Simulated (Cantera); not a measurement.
Standard-state values (1 bar) from the NASA 1993 polynomials, evaluated with Cantera. Values are per mole of reaction as written; species without (g) are pure solids or liquids, kept so even where they would boil at 1 bar.

Task: Between 1648 and 2448 K, where is each reaction favourable under standard conditions?
- 2 SiCl₂(g) + 2 F₂(g) = SiF₄(g) + SiCl₄(g)

Result: 
- 2 SiCl₂(g) + 2 F₂(g) = SiF₄(g) + SiCl₄(g): ΔG° is -1373 kJ at 1648 K and -1112 kJ at 2448 K; it stays negative (K > 1). ΔH° is -1902 kJ and ΔS° -323 J/K at 2448 K.
